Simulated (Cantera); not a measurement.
Mixture: 4.56 % CH4, 1.83 % CO, 19.7 % O2, 73.9 % N2, equivalence ratio 0.51, at 14.0 bar, adiabatic and at constant pressure. Ignition delay is the time to a rise of 400 K.

Detailed kinetics in Cantera: GRI-Mech 3.0 (53 species, 325 reactions). The pressure lies above the range GRI-Mech 3.0 was tuned for (to about 10 atm).

Q: Predict: delay at 1200 K; delay at 1250 K; delay at 1300 K; delay at 1350 K; delay at 1400 K; delay at 1450 K; apparent activation energy between 1350 and 1450 K.

A: 
```
Item                                                     Value
--------------------------------------------------  ----------
delay at 1200 K                                        3.17 ms
delay at 1250 K                                        1.65 ms
delay at 1300 K                                       0.895 ms
delay at 1350 K                                       0.507 ms
delay at 1400 K                                       0.298 ms
delay at 1450 K                                       0.181 ms
apparent activation energy between 1350 and 1450 K  170 kJ/mol
```
